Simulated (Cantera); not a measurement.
## Diamond growth

A diamond (100) surface in a fixed gas of H2 with x(CH4) = 0.0034, x(H) = 0.0016, at 950 K, 0.276 atm; coverages are run to steady state.

Detailed kinetics in Cantera: the Harris–Goodwin 1993 mechanism for the reconstructed diamond (100) surface.

```
x(CH3)   growth (µm/h)  θ c6HH  θ c6H*  θ c6*H   θ c6**    θ c6HM
-------  -------------  ------  ------  ------  -------  --------
1e-06            0.115   0.644  0.0142   0.335  0.00653  0.000416
2.2e-06          0.252   0.644  0.0142   0.334  0.00652  0.000914
5e-06            0.572   0.643  0.0141   0.334  0.00651   0.00207
1.1e-05           1.25   0.641  0.0141   0.333  0.00648   0.00455
2.5e-05           2.82   0.636  0.0140   0.330  0.00642    0.0102
5.7e-05           6.32   0.626  0.0138   0.325  0.00628    0.0229
0.00013           13.8   0.603  0.0132   0.312  0.00598    0.0502
0.00029           28.3   0.559  0.0122   0.289  0.00541     0.103
0.00065           53.7   0.483  0.0105   0.248  0.00441     0.195
```
θ: site fractions in the mechanism's names (c6HH fully hydrogenated, c6H* and c6*H radical sites, c6** diradical, c6HM methylated).
